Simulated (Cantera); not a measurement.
Input: 1 mol AlCl3, 8.6 mol N2O, 530 mol N2, at 1.33 mbar.

Cantera equilibrium calculation (NASA polynomials, part measured and part estimated; ideal gas, pure solids and liquids). Candidate condensed phases: Al, AlCl3, AlN, Al2O3; 24 gas species. The numbers say what is thermodynamically allowed, not how fast it happens. All values below are at 1423 K.

Base state: N2 0.988, O2 0.00643, Cl 0.00543, NO 0.000161, Cl2 3.44e-5 (mole fractions); condensed: Al2O3(s).

### Question
What changes in the equilibrium state with this change: AlCl3 replaced by Al(CH3)3?

### Answer
```json
[
 {"species": "N2", "before": "0.988", "after": "0.986"},
 {"species": "H2O", "before": "0", "after": "0.00517"},
 {"species": "CO", "before": "0", "after": "0.00315"},
 {"species": "O2", "before": "0.00643", "after": "<1e-9"},
 {"species": "Cl", "before": "0.00543", "after": "0"},
 {"species": "H2", "before": "0", "after": "0.00307"},
 {"species": "CO2", "before": "0", "after": "0.00234"},
 {"species": "Cl2", "before": "3.44e-5", "after": "0"},
 {"species": "H", "before": "0", "after": "1.01e-5"},
 {"species": "NO", "before": "0.000161", "after": "5.92e-8"},
 {"species": "Al2O3(s), mol", "before": "0.500", "after": "0.500"}
]
```
The feed counts by its element totals alone. Further candidate phases: C, C6H6, C7H8, C8H18, H2O.
